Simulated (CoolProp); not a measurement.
Vapour-liquid equilibrium of R134a (1) + R142b (2) at -53.95 °C; x and y are mole fractions of (1).

Computed with CoolProp (multi-fluid Helmholtz-energy mixture model, Tillner-Roth 1994 and Lemmon 2006; pair parameters Bell 2016).

**Question.** Give the bubble pressure and the first vapour's composition at x = 0.05, 0.65, 0.85. Is there an azeotrope?

**Answer.** x = 0.05: 0.1150 bar, y = 0.127; x = 0.65: 0.2003 bar, y = 0.791; x = 0.85: 0.2199 bar, y = 0.908. No azeotrope shows between x = 0.05 and 0.95.

The pair parameters rest on a limited set of measurements; away from them the model extrapolates.
